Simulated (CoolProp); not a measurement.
Vapour-liquid equilibrium of n-perfluoropentane (1) + n-pentane (2) at 767 kPa; x and y are mole fractions of (1).

Computed with CoolProp (multi-fluid Helmholtz-energy mixture model, Gao 2022 and Thol 2019; pair parameters Bell 2016).

**Question.** Give the bubble temperature and the first vapour's composition at x = 0.5, 0.65, 0.8. Is there an azeotrope?

**Answer.** x = 0.5: 88.9 °C, y = 0.525; x = 0.65: 89.3 °C, y = 0.596; x = 0.8: 91.6 °C, y = 0.713. y crosses x between x = 0.5 and 0.65: the model has an azeotrope there.

The pair parameters rest on a limited set of measurements; away from them the model extrapolates. With so large a gap from Raoult's law the liquid may split in two, which this calculation doesn't test in full.
